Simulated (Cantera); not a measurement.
Input: 1 mol Al2O3, 2.7 mol HCl, 9.1 mol O2, held at 1573.15 K and 0.578 Torr.

Cantera equilibrium calculation (NASA polynomials, part measured and part estimated; ideal gas, pure solids and liquids). Kinetics and transport are ignored.

```json
[
 {"species": "O2", "before": "0.740", "after": "0.768"},
 {"species": "HCl", "before": "0.155", "after": "0.186"},
 {"species": "H2O", "before": "0.0344", "after": "0.0228"},
 {"species": "Cl", "before": "0.0687", "after": "0.000606"},
 {"species": "Cl2", "before": "0.000416", "after": "0.0225"},
 {"species": "O", "before": "0.000324", "after": "<1e-9"},
 {"species": "OH", "before": "0.000693", "after": "8.96e-8"},
 {"species": "ClO", "before": "3.69e-5", "after": "1.15e-6"},
 {"species": "Al2O3(s), mol", "before": "1.000", "after": "1.00"}
]
```
Gas species are given as mole fractions.

Problem. What was changed between the two runs?
(A) temperature from 1573.15 K to 923.15 K
(B) temperature from 1573.15 K to 1373.15 K
(C) pressure from 0.578 Torr to 34.5 Torr
(D) temperature from 1573.15 K to 1198.15 K

Solution. A, temperature from 1573.15 K to 923.15 K. Condensed phases not in the tables: AlOCl
